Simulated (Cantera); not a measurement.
## BN + F2 + N2 (nitride etching)

A closed system holds: 1 mol BN, 16 mol F2, 14 mol N2, held at 0.100 bar.

Cantera equilibrium calculation (NASA polynomials, part measured and part estimated; ideal gas, pure solids and liquids). Candidate condensed phases: B, BN; 13 gas species. Kinetics and transport are ignored.

| T (K) | log p F | log p N2 | log p F2 | log p NF3 | log p BF3 | log p NF2 | log p NF |
|---|---|---|---|---|---|---|---|
| 750 | -3.34 | -1.32 | -1.81 | -1.50 | -2.36 | -7.46 | <-13 |
| 850 | -2.49 | -1.32 | -1.44 | -2.02 | -2.44 | -6.81 | <-13 |
| 950 | -1.94 | -1.34 | -1.42 | -2.83 | -2.50 | -6.57 | <-13 |
| 1050 | -1.58 | -1.38 | -1.55 | -3.72 | -2.54 | -6.54 | -12.21 |
| 1150 | -1.35 | -1.42 | -1.81 | -4.70 | -2.59 | -6.68 | -11.36 |
| 1250 | -1.25 | -1.46 | -2.20 | -5.76 | -2.62 | -6.96 | -10.72 |
| 1350 | -1.21 | -1.48 | -2.64 | -6.82 | -2.64 | -7.30 | -10.22 |
| 1450 | -1.19 | -1.48 | -3.06 | -7.78 | -2.64 | -7.62 | -9.81 |
| 1550 | -1.19 | -1.49 | -3.44 | -8.64 | -2.65 | -7.92 | -9.45 |
| 1650 | -1.19 | -1.49 | -3.78 | -9.40 | -2.65 | -8.19 | -9.14 |
| 1750 | -1.19 | -1.49 | -4.08 | -10.08 | -2.65 | -8.42 | -8.87 |
| 1850 | -1.19 | -1.49 | -4.35 | -10.68 | -2.65 | -8.64 | -8.63 |
| 1950 | -1.19 | -1.49 | -4.59 | -11.22 | -2.65 | -8.83 | -8.41 |
log p: log10 of the partial pressure in bar; nothing condenses.

From 750 K to 1950 K nothing is condensed. The main B-bearing gas is BF3 throughout.
